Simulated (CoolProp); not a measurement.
Saturation properties of hexamethyldisiloxane (MM).

The numbers come from the reference Helmholtz-energy equation of state, Thol 2016 in CoolProp.

```json
[
 {"T (°C)": "90.35", "p (bar)": "0.7470", "vapour density (kg/m³)": "4.230", "surface tension (mN/m)": "9.86"},
 {"T (°C)": "96.75", "p (bar)": "0.9073", "vapour density (kg/m³)": "5.089", "surface tension (mN/m)": "9.35"},
 {"T (°C)": "103.15", "p (bar)": "1.093", "vapour density (kg/m³)": "[?]", "surface tension (mN/m)": "8.84"},
 {"T (°C)": "109.55", "p (bar)": "1.308", "vapour density (kg/m³)": "7.221", "surface tension (mN/m)": "8.34"},
 {"T (°C)": "115.95", "p (bar)": "1.553", "vapour density (kg/m³)": "8.525", "surface tension (mN/m)": "7.84"},
 {"T (°C)": "122.45", "p (bar)": "[?]", "vapour density (kg/m³)": "[?]", "surface tension (mN/m)": "7.35"},
 {"T (°C)": "128.85", "p (bar)": "2.154", "vapour density (kg/m³)": "[?]", "surface tension (mN/m)": "[?]"},
 {"T (°C)": "135.25", "p (bar)": "2.511", "vapour density (kg/m³)": "[?]", "surface tension (mN/m)": "6.39"},
 {"T (°C)": "141.65", "p (bar)": "2.911", "vapour density (kg/m³)": "15.82", "surface tension (mN/m)": "5.92"},
 {"T (°C)": "148.05", "p (bar)": "3.359", "vapour density (kg/m³)": "18.28", "surface tension (mN/m)": "5.46"},
 {"T (°C)": "154.45", "p (bar)": "3.856", "vapour density (kg/m³)": "21.05", "surface tension (mN/m)": "5.01"},
 {"T (°C)": "160.95", "p (bar)": "4.417", "vapour density (kg/m³)": "24.24", "surface tension (mN/m)": "4.56"},
 {"T (°C)": "167.35", "p (bar)": "5.027", "vapour density (kg/m³)": "27.78", "surface tension (mN/m)": "[?]"}
]
```

**Question.** Fill in the missing entries.

**Answer.** 
- 103.15, vapour density (kg/m³): 6.081
- 122.45, p (bar): 1.837
- 122.45, vapour density (kg/m³): 10.04
- 128.85, vapour density (kg/m³): 11.73
- 128.85, surface tension (mN/m): 6.86
- 135.25, vapour density (kg/m³): 13.65
- 167.35, surface tension (mN/m): 4.13

It boils at 100.5 °C under 1 atm.

Surface tension comes from a separate correlation (Mulero 2014), older than this fluid's equation and unchecked against measurements.
